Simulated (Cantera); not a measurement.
Input: 1 mol CO₂, 0.024 mol O₂, 6.6 mol N₂, 0.032 mol SO₂, held at 2352 °C and 1.10 mbar.

Method: chemical equilibrium by Gibbs-energy minimisation in Cantera with the NASA 1993 tables (ideal gas, pure condensed phases). Candidate condensed phases: C, S; 35 gas species. Rates play no part.

Base state: N₂ 0.770, CO 0.111, O 0.0888, O₂ 0.0128, NO 0.00691, CO₂ 0.00603, SO 0.00183, S 0.00130 (mole fractions); condensed: gas only.

**Question.** What changes in the equilibrium state with this change: temperature from 2352 °C to 3052 °C?

**Answer.** 
| species | before | after |
|---|---|---|
| N₂ | 0.770 | 0.753 |
| O | 0.0888 | 0.125 |
| CO | 0.111 | 0.114 |
| O₂ | 0.0128 | 0.000179 |
| SO₂ | 0.000619 | 8.95e-8 |
| CO₂ | 0.00603 | 5.26e-5 |
| N | 2.33e-5 | 0.00242 |
| SO | 0.00183 | 4.12e-5 |
